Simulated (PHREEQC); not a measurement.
Model water analysis in mg/L, 20 °C, pH 6.06, pe 0.8: Na 0.0266; K 0.0591; Ca 0.0324; Mg 0.0227; Cl 0.0564; S(6) as SO4 0.0338; Alkalinity as HCO3 0.233; Si as SiO2 0.000302; Li 7.51e-06.

Valence states are taken as typed.

Model: ion-association model, phreeqc.dat, run in PHREEQC.

```json
[
 {"quantity": "ionic strength (mol/kgw)", "before": "9.10e-6", "after": "9.10e-6"},
 {"quantity": "CO2 (mol/kgw)", "before": "9.79e-6", "after": "7.75e-6"},
 {"quantity": "HCO3- (mol/kgw)", "before": "4.68e-6", "after": "4.58e-6"},
 {"quantity": "CO3-2 (mol/kgw)", "before": "2.29e-10", "after": "3.82e-10"},
 {"quantity": "HSO4- (mol/kgw)", "before": "2.65e-11", "after": "6.93e-11"},
 {"quantity": "SI of Quartz (SiO2)", "before": "-4.24", "after": "-4.78"}
]
```

### Question
Name the change that produced these shifts.
(A) pH from 6.06 to 5.56 at the same alkalinity
(B) Mg from 0.0227 to 0.0114 mg/L
(C) temperature from 20 to 60 °C at the same typed pH
(D) all concentrations times 2 at the same typed pH

### Answer
C, temperature from 20 to 60 °C at the same typed pH

This is a speciation only: nothing precipitates in the calculation. Away from 25 °C the constants follow the database's enthalpies or fits; those with neither stay at their 25 °C values.
